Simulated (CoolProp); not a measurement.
Vapour-liquid equilibrium of ethanol (1) + o-xylene (2) at 426 K; x and y are mole fractions of (1).

The numbers come from the multi-fluid Helmholtz-energy mixture model, Schroeder 2014 and Zhou 2012; pair parameters Bell 2016 in CoolProp.

```
x      bubble pressure (MPa)  y at the bubble point  dew pressure at overall composition x (MPa)  liquid density (mol/L)
-----  ---------------------  ---------------------  -------------------------------------------  ----------------------
0.05                  0.2661                  0.527                                       0.1329                   7.325
0.125                 0.4239                  0.708                                       0.1445                   7.576
0.2                   0.5348                  0.774                                       0.1581                     [?]
0.275                 0.6139                  0.809                                       0.1745                   8.151
0.35                  0.6725                  0.831                                       0.1945                   8.484
0.425                 0.7191                  0.847                                       0.2196                   8.855
0.5                   0.7595                  0.861                                       0.2521                   9.271
0.575                 0.7979                  0.875                                       0.2956                   9.739
0.65                  0.8368                  0.891                                       0.3567                   10.27
0.725                 0.8780                  0.908                                       0.4480                   10.87
0.8                   0.9222                  0.928                                       0.5928                     [?]
0.875                 0.9698                  0.951                                       0.7968                   12.37
0.95                     [?]                  0.979                                       0.9673                   13.30
```

### Question
Complete the blanks.

### Answer

- 0.2, liquid density (mol/L): 7.849
- 0.8, liquid density (mol/L): 11.57
- 0.95, bubble pressure (MPa): 1.020

No azeotrope shows between x = 0.05 and 0.95.

The pair parameters rest on a limited set of measurements; away from them the model extrapolates. With so large a gap from Raoult's law the liquid may split in two, which this calculation doesn't test in full.
